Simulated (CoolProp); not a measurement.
n-heptane along the isotherm 395.2 K: density (kg/m³) from the reference equation and from simpler models built on Tc = 541.2 K, pc = 2.774 MPa, ω = 0.349; each cubic takes its own stable root.

Values from CoolProp's reference Helmholtz-energy equation of state, Span 2003. It is a short technical equation, of lower accuracy than the large ones.

```tsv
p (MPa)	phase	reference	van der Waals	Redlich-Kwong	Soave-Redlich-Kwong	Peng-Robinson
0.63	liquid	591.9	23.06	495.7	525.6	595.2
1.26	liquid	593.3	346.9	499.0	527.8	597.3
1.89	liquid	594.7	350.7	502.2	530.0	599.4
2.52	liquid	596.0	354.1	505.1	532.0	601.4
3.15	liquid	597.3	357.3	508.0	534.0	603.3
3.78	liquid	598.6	360.2	510.7	535.9	605.2
4.41	liquid	599.8	362.9	513.3	537.7	607.0
5.04	liquid	601.0	365.4	515.8	539.5	608.8
5.67	liquid	602.2	367.8	518.2	541.3	610.5
6.3	liquid	603.4	370.0	520.5	542.9	612.2
6.93	liquid	604.6	372.1	522.8	544.6	613.8
```

At some of these states van der Waals gives the other phase, because its saturation line lies elsewhere.
